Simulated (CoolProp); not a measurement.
Vapour-liquid equilibrium of acetone (1) + dimethyl carbonate (2) at 64.95 °C; x and y are mole fractions of (1).

The numbers come from the multi-fluid Helmholtz-energy mixture model, Lemmon 2006 and Zhou 2011; pair parameters Bell 2016 in CoolProp.

```tsv
x	bubble pressure (MPa)	y at the bubble point	dew pressure at overall composition x (MPa)	liquid density (mol/L)
0.05	0.04783	0.157	0.04391	11.27
0.125	0.05555	0.327	0.04658	11.37
0.2	0.06279	0.450	0.04958	11.48
0.275	0.06971	0.546	0.05296	11.58
0.35	0.07643	0.624	0.05679	11.69
0.425	0.08307	0.691	0.06118	11.80
0.5	0.08970	0.748	0.06622	11.91
0.575	0.09638	0.799	0.07206	12.03
0.65	0.1031	0.844	0.07888	12.15
0.725	0.1100	0.884	0.08693	12.27
0.8	0.1170	0.920	0.09659	12.39
0.875	0.1240	0.953	0.1084	12.51
0.95	0.1312	0.982	0.1234	12.63
```

No azeotrope shows between x = 0.05 and 0.95.

Pair parameters are fitted to limited data, so mixtures are less certain than the pure fluids.
